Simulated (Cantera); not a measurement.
Input: 1 mol HgO, a varied amount of H2, held at 1025 K and 1.33 mbar.

These are equilibrium values from Cantera (NASA tables, ideal gas, pure condensed phases), not measurements of a reactor. Candidate condensed phases: H2O, Hg, HgO; 10 gas species. Kinetics and transport are ignored.

x: gas mole fraction; nothing condenses.

| n(H2) (mol) | x H2 | x Hg | x H2O | x O2 | x OH | x H | x O |
|---|---|---|---|---|---|---|---|
| 0.25 | 1.59e-9 | 0.615 | 0.154 | 0.231 | 1.23e-6 | ? | 4.34e-9 |
| 1 | 2.32e-6 | 0.500 | 0.500 | 1.14e-6 | 1.04e-7 | ? | 9.63e-12 |
| 1.8 | 0.286 | 0.357 | 0.357 | <1e-12 | 2.13e-10 | ? | <1e-12 |
| 2.6 | 0.444 | 0.278 | 0.278 | <1e-12 | 1.33e-10 | ? | <1e-12 |
| 3.4 | 0.545 | 0.227 | 0.227 | <1e-12 | 9.80e-11 | 8.81e-8 | <1e-12 |
| 4.2 | 0.615 | 0.192 | 0.192 | <1e-12 | 7.81e-11 | 9.36e-8 | <1e-12 |
| 5 | 0.667 | 0.167 | 0.167 | <1e-12 | 6.50e-11 | 9.74e-8 | <1e-12 |
| 5.8 | 0.706 | 0.147 | 0.147 | <1e-12 | 5.58e-11 | 1.00e-7 | <1e-12 |

Question: Some entries are withheld; supply them.

Answer: 
- 0.25, x H: 4.75e-12
- 1, x H: 1.82e-10
- 1.8, x H: 6.38e-8
- 2.6, x H: 7.95e-8
